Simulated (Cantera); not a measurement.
Input (Python, Cantera) and output of one run.

```python
import numpy as np
import cantera as ct

gas_names = """
    C CH CH2 CH3 CH2OH CH3O CH4 CH3OH CO CO2 COOH C2 C2H CHCO,ketyl C2H2,acetylene C2H2,vinylidene
    CH2CO,ketene C2H3,vinyl CH3CO,acetyl C2H4 C2H4O,ethylen CH3CHO,ethanal CH3COOH (HCOOH)2 C2H5 C2H6
    CH3OCH3 C2H5OH C2O C3 C3H3,propargyl C3H4,allene C3H4,propyne C3H4,cyclo- C3H5,allyl C3H6,propylene
    C3H6,cyclo- C3H6O C3H7,n-propyl C3H7,i-propyl C3H8 C3H8O,1propanol C3H8O,2propanol C3O2 C4 C4H2
    C4H4,1,3-cyclo- C4H6,butadiene C4H6,2-butyne C4H6,cyclo- C4H8,1-butene C4H8,cis2-buten
    C4H8,tr2-butene C4H8,isobutene C4H8,cyclo- (CH3COOH)2 C4H9,n-butyl C4H9,i-butyl C4H9,s-butyl
    C4H9,t-butyl C4H10,isobutane C4H10,n-butane C5 C5H6,1,3cyclo- C5H8,cyclo- C5H10,1-pentene
    C5H10,cyclo- C5H11,pentyl C5H11,t-pentyl C5H12,n-pentane C5H12,i-pentane CH3C(CH3)2CH3 C6H2
    C6H5,phenyl C6H5O,phenoxy C6H6 C6H5OH,phenol C6H10,cyclo- C6H12,1-hexene C6H12,cyclo- C6H13,n-hexyl
    C7H7,benzyl C7H8 C7H8O,cresol C7H14,1-heptene C7H15,n-heptyl C7H16,n-heptane C8H8,styrene
    C8H10,ethylbenz C8H16,1-octene C8H17,n-octyl C8H18,isooctane C8H18,n-octane C9H19,n-nonyl
    C10H8,naphthale C10H21,n-decyl C12H9,o-bipheny C12H10,bipheny H HCO HO2 H2 HCHO,formaldehy HCOOH H2O
    H2O2 O OH O2 O3 Ti TiO TiO2
""".split()
cond_names = """
    C(gr) C6H6(L) C7H8(L) C8H18(L),n-octa H2O(s) H2O(L) Ti(a) Ti(b) Ti(L) TiC(s) TiC(L) TiO(a) TiO(b)
    TiO(L) TiO2(ru) TiO2(L) Ti2O3(a) Ti2O3(b) Ti2O3(L) Ti3O5(a) Ti3O5(b) Ti3O5(L) Ti4O7(s) Ti4O7(L)
""".split()


def load(file, names, dense=False):
    # The tables refer to 1 bar. Condensed volumes are neglected.
    table = {s.name: s for s in ct.Species.list_from_file(file)}
    out = []
    for n in names:
        d = dict(table[n].input_data)
        d["thermo"] = dict(d["thermo"], **{"reference-pressure": 1e5})
        if dense:
            d["equation-of-state"] = {"model": "constant-volume", "density": "1e6 g/cm^3"}
        out.append(ct.Species.from_dict(d))
    return out


gas = ct.Solution(thermo="ideal-gas", species=load("nasa_gas.yaml", gas_names))
cond = {s.name: ct.Solution(thermo="fixed-stoichiometry", species=[s], name=s.name)
        for s in load("nasa_condensed.yaml", cond_names, dense=True)}
atoms = {
    'TiO2': {'Ti': 1, 'O': 2},
    'CH4': {'C': 1, 'H': 4},
    'H2': {'H': 2},
}
top_T = {'C(gr)': 4500}  # K; cautious upper limits of use, not melting points


def equilibrate(T, P, feed):
    n = {}
    for name, mol in feed.items():
        for a, k in atoms[name].items():
            n[a] = n.get(a, 0.0) + k * mol
    gas.TPX = T, P, n
    mass = sum(n.values()) * gas.mean_molecular_weight
    gas.equilibrate("TP")
    valid = [c for c in cond.values() if c.min_temp <= T <= top_T.get(c.name, c.max_temp)]
    mix = ct.Mixture([(gas, mass / gas.mean_molecular_weight)] + [(c, 0.0) for c in valid])
    mix.T, mix.P = T, P
    mix.equilibrate("TP", solver="vcs", rtol=1e-11, max_steps=5000)
    return mix


results = []
feed = {'TiO2': 1, 'CH4': 5, 'H2': 3.1}  # mol
P = 1000  # Pa
for T in [1423, 1523, 1623, 1723, 1823, 1923, 2023, 2123, 2223, 2323, 2423, 2523]:
    mix = equilibrate(T, P, feed)
    results.append((T, P, feed, dict(zip(mix.species_names, mix.species_moles))))
    x = sorted(zip(gas.X, gas.species_names), reverse=True)
    print(f"T = {T:g} K  P = {P:g} Pa  gas = {mix.phase_moles(0):.4g} mol")
    print("   x: " + "  ".join(f"{s} {v:.3e}" for v, s in x if v > 1e-06))
    print("   condensed (mol): " + ("  ".join(f"{mix.phase(i).name} {mix.phase_moles(i):.4g}"
          for i in range(1, mix.n_phases) if mix.phase_moles(i) > 1e-12) or "none"))
```

Output:

```
T = 1423 K  P = 1000 Pa  gas = 15.1 mol
   x: H2 8.675e-01  CO 1.324e-01  H 6.186e-05  CH4 2.866e-05  H2O 3.546e-06  C2H2,acetylene 2.978e-06
   condensed (mol): C(gr) 2  TiC(s) 1
T = 1523 K  P = 1000 Pa  gas = 15.1 mol
   x: H2 8.673e-01  CO 1.324e-01  H 2.152e-04  CH4 1.732e-05  C2H2,acetylene 1.025e-05  H2O 1.675e-06
   condensed (mol): C(gr) 1.999  TiC(s) 1
T = 1623 K  P = 1000 Pa  gas = 15.1 mol
   x: H2 8.669e-01  CO 1.324e-01  H 6.435e-04  C2H2,acetylene 3.021e-05  CH4 1.114e-05
   condensed (mol): C(gr) 1.999  TiC(s) 1
T = 1723 K  P = 1000 Pa  gas = 15.11 mol
   x: H2 8.659e-01  CO 1.323e-01  H 1.697e-03  C2H2,acetylene 7.836e-05  CH4 7.543e-06
   condensed (mol): C(gr) 1.998  TiC(s) 1
T = 1823 K  P = 1000 Pa  gas = 15.13 mol
   x: H2 8.636e-01  CO 1.322e-01  H 4.026e-03  C2H2,acetylene 1.825e-04  CH4 5.321e-06
   condensed (mol): C(gr) 1.994  TiC(s) 1
T = 1923 K  P = 1000 Pa  gas = 15.17 mol
   x: H2 8.590e-01  CO 1.319e-01  H 8.731e-03  C2H2,acetylene 3.877e-04  CH4 3.877e-06
   condensed (mol): C(gr) 1.988  TiC(s) 1
T = 2023 K  P = 1000 Pa  gas = 15.23 mol
   x: H2 8.504e-01  CO 1.313e-01  H 1.751e-02  C2H2,acetylene 7.597e-04  CH4 2.890e-06  CH3 1.174e-06
   condensed (mol): C(gr) 1.977  TiC(s) 1
T = 2123 K  P = 1000 Pa  gas = 15.35 mol
   x: H2 8.355e-01  CO 1.303e-01  H 3.279e-02  C2H2,acetylene 1.384e-03  CH4 2.181e-06  CH3 1.663e-06  C2H 1.506e-06
   condensed (mol): C(gr) 1.957  TiC(s) 1
T = 2223 K  P = 1000 Pa  gas = 15.55 mol
   x: H2 8.113e-01  CO 1.286e-01  H 5.770e-02  C2H2,acetylene 2.354e-03  C2H 6.179e-06  Ti 3.681e-06  C4H2 2.787e-06  CH3 2.235e-06  CH4 1.648e-06
   condensed (mol): C(gr) 1.926  TiC(s) 0.9999
T = 2323 K  P = 1000 Pa  gas = 15.86 mol
   x: H2 7.743e-01  CO 1.261e-01  H 9.582e-02  C2H2,acetylene 3.749e-03  C2H 2.220e-05  Ti 1.638e-05  C4H2 7.441e-06  CH3 2.841e-06  C3 2.547e-06  C2H2,vinylidene 1.531e-06  CH4 1.228e-06  C 1.211e-06
   condensed (mol): C(gr) 1.88  TiC(s) 0.9997
T = 2423 K  P = 1000 Pa  gas = 16.33 mol
   x: H2 7.212e-01  H 1.506e-01  CO 1.225e-01  C2H2,acetylene 5.581e-03  C2H 7.067e-05  Ti 6.430e-05  C4H2 1.778e-05  C3 1.442e-05  C 5.582e-06  CH3 3.392e-06  C2H2,vinylidene 3.323e-06  CH2 1.432e-06  C2 1.310e-06
   condensed (mol): C(gr) 1.814  TiC(s) 0.9989
T = 2523 K  P = 1000 Pa  gas = 17.01 mol
   x: H2 6.500e-01  H 2.241e-01  CO 1.176e-01  C2H2,acetylene 7.741e-03  Ti 2.260e-04  C2H 2.011e-04  C3 7.085e-05  C4H2 3.810e-05  C 2.277e-05  C2 6.557e-06  C2H2,vinylidene 6.517e-06  CH3 3.768e-06  CH2 2.708e-06  CH 2.104e-06
   condensed (mol): C(gr) 1.726  TiC(s) 0.9962
```

Method: chemical equilibrium by Gibbs-energy minimisation in Cantera with the NASA 1993 tables (ideal gas, pure condensed phases). TiC: taken at fixed stoichiometry.
